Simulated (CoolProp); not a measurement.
Vapour-liquid equilibrium of R245fa (1) + n-pentane (2) at 1.31 MPa; x and y are mole fractions of (1).

The numbers come from the multi-fluid Helmholtz-energy mixture model, Akasaka 2015 and Thol 2019; pair parameters Bell 2016 in CoolProp.

```json
[
 {"x": "0.05", "bubble temperature, mixture model (°C)": "128.2", "bubble temperature, Raoult's law (°C)": "136.1", "y, mixture model": "(withheld)", "y, Raoult's law": "0.101"},
 {"x": "0.15", "bubble temperature, mixture model (°C)": "114.2", "bubble temperature, Raoult's law (°C)": "130.8", "y, mixture model": "0.393", "y, Raoult's law": "0.273"},
 {"x": "0.25", "bubble temperature, mixture model (°C)": "107.0", "bubble temperature, Raoult's law (°C)": "126.0", "y, mixture model": "0.502", "y, Raoult's law": "0.415"},
 {"x": "0.35", "bubble temperature, mixture model (°C)": "103.0", "bubble temperature, Raoult's law (°C)": "121.7", "y, mixture model": "0.566", "y, Raoult's law": "0.534"},
 {"x": "0.45", "bubble temperature, mixture model (°C)": "(withheld)", "bubble temperature, Raoult's law (°C)": "117.9", "y, mixture model": "0.613", "y, Raoult's law": "0.635"},
 {"x": "0.55", "bubble temperature, mixture model (°C)": "99.1", "bubble temperature, Raoult's law (°C)": "114.3", "y, mixture model": "0.655", "y, Raoult's law": "0.722"},
 {"x": "0.65", "bubble temperature, mixture model (°C)": "(withheld)", "bubble temperature, Raoult's law (°C)": "111.1", "y, mixture model": "(withheld)", "y, Raoult's law": "0.798"},
 {"x": "0.75", "bubble temperature, mixture model (°C)": "(withheld)", "bubble temperature, Raoult's law (°C)": "108.1", "y, mixture model": "0.752", "y, Raoult's law": "0.865"},
 {"x": "0.85", "bubble temperature, mixture model (°C)": "98.2", "bubble temperature, Raoult's law (°C)": "105.4", "y, mixture model": "0.823", "y, Raoult's law": "0.924"},
 {"x": "0.95", "bubble temperature, mixture model (°C)": "99.9", "bubble temperature, Raoult's law (°C)": "102.8", "y, mixture model": "(withheld)", "y, Raoult's law": "0.976"}
]
```

Question: Some entries are withheld; supply them.

Answer: 
- 0.05, y, mixture model: 0.178
- 0.45, bubble temperature, mixture model (°C): 100.7
- 0.65, bubble temperature, mixture model (°C): 98.1
- 0.65, y, mixture model: 0.699
- 0.75, bubble temperature, mixture model (°C): 97.7
- 0.95, y, mixture model: 0.928

The largest gap from Raoult's law is -19.0 K in bubble temperature, at x = 0.25. y crosses x between x = 0.75 and 0.85: the model has an azeotrope there.

The pair parameters rest on a limited set of measurements; away from them the model extrapolates. With so large a gap from Raoult's law the liquid may split in two, which this calculation doesn't test in full.
